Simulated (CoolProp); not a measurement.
Vapour-liquid equilibrium of dimethyl ether (1) + R236EA (2) at 283 K; x and y are mole fractions of (1).

Computed with CoolProp (multi-fluid Helmholtz-energy mixture model, Wu 2011 and Rui 2013; pair parameters Bell 2016).

Q: Give the bubble pressure and the first vapour's composition at x = 0.2, 0.5, 0.725. Is there an azeotrope?

A: x = 0.2: 125.7 kPa, y = 0.266; x = 0.5: 170.7 kPa, y = 0.720; x = 0.725: 250.0 kPa, y = 0.925. No azeotrope shows between x = 0.05 and 0.95.

Pair parameters are fitted to limited data, so mixtures are less certain than the pure fluids.
